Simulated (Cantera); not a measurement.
An isothermal, constant-pressure homogeneous reactor starts with NO : N2 = 1 : 0.43 (molar parts), at 1800 K and 2670 Pa.

Detailed kinetics in Cantera: GRI-Mech 3.0 (53 species, 325 reactions). Radical loss at walls, strong at low pressure, is not modelled.

Task: Predict: x(NO) at 80.0 s; x(O) at 80.0 s; x(O2) at 80.0 s; x(NO2) at 80.0 s; x(N2O) at 80.0 s; x(N2) at 80.0 s.

Result: 
```
Item                                                  Value
----------------  -----------------------------------------
x(NO) at 80.0 s       0.264 (gas-phase equilibrium 0.00486)
x(O) at 80.0 s    0.000358 (gas-phase equilibrium 0.000442)
x(O2) at 80.0 s         0.217 (gas-phase equilibrium 0.347)
x(NO2) at 80.0 s   0.000108 (gas-phase equilibrium 2.56e-6)
x(N2O) at 80.0 s    1.93e-5 (gas-phase equilibrium 4.14e-8)
x(N2) at 80.0 s         0.518 (gas-phase equilibrium 0.648)
```
